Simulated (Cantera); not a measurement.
**Low-pressure radical oxidation in H2/O2**

An isothermal, constant-pressure homogeneous reactor starts with 4.49 % H₂, 95.5 % O₂, equivalence ratio 0.024, at 1323 K and 250 Pa.

Cantera simulation using the H2/O2 subset of GRI-Mech 3.0, which has no nitrogen chemistry; the numbers are that mechanism's predictions, not measurements. Radical loss at walls, strong at low pressure, is not modelled. The temperature is held fixed by assumption; the heat of reaction is taken as removed at once.

```tsv
t (s)	x H₂	x O₂	x OH	x O	x H	x H₂O₂	x HO₂
7.00e-5	0.0449	0.955	8.68e-10	8.92e-10	3.43e-9	<1e-12	4.26e-9
0.000193	0.0449	0.955	5.01e-9	5.37e-9	7.44e-9	2.05e-12	1.17e-8
0.000530	0.0449	0.955	2.55e-8	3.00e-8	1.82e-8	1.54e-11	3.22e-8
0.00146	0.0449	0.955	2.05e-7	2.63e-7	1.07e-7	1.14e-10	8.86e-8
0.00401	0.0448	0.955	1.78e-5	2.33e-5	8.85e-6	8.08e-10	2.45e-7
0.0110	0.00250	0.920	0.00627	0.0288	0.00691	2.08e-8	4.70e-7
0.0304	0.000695	0.917	0.00446	0.0332	0.00545	1.18e-8	4.09e-7
0.0837	0.000678	0.918	0.00441	0.0323	0.00523	1.18e-8	4.06e-7
0.230	0.000635	0.921	0.00427	0.0300	0.00468	1.17e-8	3.98e-7
0.634	0.000530	0.927	0.00392	0.0246	0.00350	1.16e-8	3.77e-7
1.74	0.000336	0.937	0.00314	0.0151	0.00170	1.07e-8	3.20e-7
4.80	0.000128	0.947	0.00195	0.00560	0.000388	8.13e-9	2.07e-7
13.2	2.88e-5	0.952	0.000925	0.00124	4.05e-5	4.35e-9	8.65e-8
36.3	5.17e-6	0.954	0.000392	0.000221	3.06e-6	1.71e-9	2.71e-8
100	1.00e-6	0.954	0.000173	4.28e-5	2.61e-7	5.82e-10	1.34e-8
```
x: mole fraction; the columns are a selection and need not sum to one.

Equilibrium at this temperature and pressure: H₂ 1.23e-7, O₂ 0.954, OH 6.05e-5, O 5.23e-6, H 1.12e-8, H₂O₂ 1.46e-10, HO₂ 2.19e-8 (gas phase only).
